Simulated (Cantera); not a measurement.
An isothermal, constant-pressure homogeneous reactor starts with H₂ : O₂ : N₂ = 0.17 : 1 : 0.35 (molar parts), at 1250 K and 3.60 Torr. Integrator tolerance rtol = 1e-08.

Cantera simulation using the H2/O2 subset of GRI-Mech 3.0, which has no nitrogen chemistry; the numbers are that mechanism's predictions, not measurements. Radical loss at walls, strong at low pressure, is not modelled. The temperature is held fixed by assumption; the heat of reaction is taken as removed at once.

Q: What does this change do: pressure from 3.60 Torr to 1.43 Torr?

A: 
```
quantity                                            before                                    after
----------------  ----------------------------------------  ---------------------------------------
x(H₂) at 2.00 s    5.24e-5 (gas-phase equilibrium 7.43e-8)  0.00124 (gas-phase equilibrium 1.18e-7)
x(O₂) at 2.00 s        0.637 (gas-phase equilibrium 0.638)      0.624 (gas-phase equilibrium 0.638)
x(H₂O) at 2.00 s       0.118 (gas-phase equilibrium 0.118)      0.112 (gas-phase equilibrium 0.118)
x(H) at 2.00 s     3.55e-5 (gas-phase equilibrium 1.92e-9)  0.00431 (gas-phase equilibrium 3.84e-9)
x(O) at 2.00 s    0.000563 (gas-phase equilibrium 8.03e-7)   0.0139 (gas-phase equilibrium 1.28e-6)
```
